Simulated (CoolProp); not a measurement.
1,2-dichloroethane at several states: density (kg/m³) from the reference equation and from simpler models built on Tc = 561.6 K, pc = 52.26 bar, ω = 0.269; each cubic takes its own stable root.

The numbers come from the reference Helmholtz-energy equation of state, Thol 2015 in CoolProp.

```json
[
 {"T (K)": "422.3", "p (bar)": "234", "phase": "liquid", "reference": "1095", "van der Waals": "686.4", "Redlich-Kwong": "952.5", "Soave-Redlich-Kwong": "976.0", "Peng-Robinson": "1097"},
 {"T (K)": "357.5", "p (bar)": "160", "phase": "liquid", "reference": "1178", "van der Waals": "708.6", "Redlich-Kwong": "1013", "Soave-Redlich-Kwong": "1040", "Peng-Robinson": "1169"},
 {"T (K)": "260.1", "p (bar)": "0.342", "phase": "liquid", "reference": "1299", "van der Waals": "1.583", "Redlich-Kwong": "1102", "Soave-Redlich-Kwong": "1123", "Peng-Robinson": "1262"},
 {"T (K)": "257.3", "p (bar)": "7.89", "phase": "liquid", "reference": "1304", "van der Waals": "743.9", "Redlich-Kwong": "1106", "Soave-Redlich-Kwong": "1126", "Peng-Robinson": "1265"}
]
```

At some of these states van der Waals gives the other phase, because its saturation line lies elsewhere.
